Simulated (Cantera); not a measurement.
An isothermal, constant-pressure homogeneous reactor starts with 31.5 % H2, 68.5 % O2, at 925 K and 20.0 Torr.

Cantera simulation using GRI-Mech 3.0 (53 species, 325 reactions); the numbers are that mechanism's predictions, not measurements. Radical loss at walls, strong at low pressure, is not modelled. Below about 950 K walls govern HO2 and H2O2 in real vessels. The temperature is held fixed by assumption; the heat of reaction is taken as removed at once.

One state of this run: x H2 = 8.93e-10; x O2 = 0.626; x OH = 1.03e-6; x HO2 = 7.44e-10; x H2O = 0.374. x: mole fraction; the columns are a selection and need not sum to one.

### Question
Which value of t (s) does it belong to?
A) 1.81e-5
B) 6.00e-6
C) 30.0
D) 0.00446

### Answer
C, 30.0
